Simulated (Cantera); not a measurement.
Charge: 1 mol Ti, 0.61 mol H2O, 0.5 mol O2, at 0.0540 bar.

Method: chemical equilibrium by Gibbs-energy minimisation in Cantera with the NASA 1993 tables (ideal gas, pure condensed phases). Candidate condensed phases: H2O, Ti, TiO, TiO2, Ti2O3, Ti3O5, Ti4O7; 12 gas species. Mutual solubility and eutectic melting of coexisting phases are not modelled. Rates play no part.

Q: At 1500 K, list the 3 most abundant gas species with their mole fractions, and the condensed phases.

A: H2 1.000, H2O 0.000340, H 7.57e-5. Condensed: Ti2O3(s) + Ti3O5(s).
